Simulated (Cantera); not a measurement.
Source: NASA polynomial tables (part measured, part estimated), evaluated in Cantera. Values are per mole of reaction as written; species without (g) are pure solids or liquids, kept so even where they would boil at 1 bar.

O(g) + Mg(g) + CO₂(g) → MgCO₃

```tsv
T (K)	ΔH° (kJ)	ΔS° (J/K)	ΔG° (kJ)	log10 K
500	-1113.3	-455.0	-885.8	92.54
550	-1112.5	-453.6	-863.1	81.97
600	[?]	[?]	[?]	[?]
650	-1110.6	-450.3	-817.9	65.72
700	-1109.4	-448.6	-795.4	59.35
750	-1108.1	-446.8	-773.0	53.84
800	-1106.7	-445.0	-750.7	49.02
850	-1105.2	-443.2	-728.5	44.77
900	-1103.6	-441.3	-706.4	41.00
950	[?]	[?]	[?]	[?]
1000	-1100.2	-437.7	-662.5	34.60
```

Q: What belongs in the gaps?

A: 
- 600, ΔH° (kJ): -1111.6
- 600, ΔS° (J/K): -452.0
- 600, ΔG° (kJ): -840.4
- 600, log10 K: 73.17
- 950, ΔH° (kJ): -1101.9
- 950, ΔS° (J/K): -439.5
- 950, ΔG° (kJ): -684.4
- 950, log10 K: 37.63
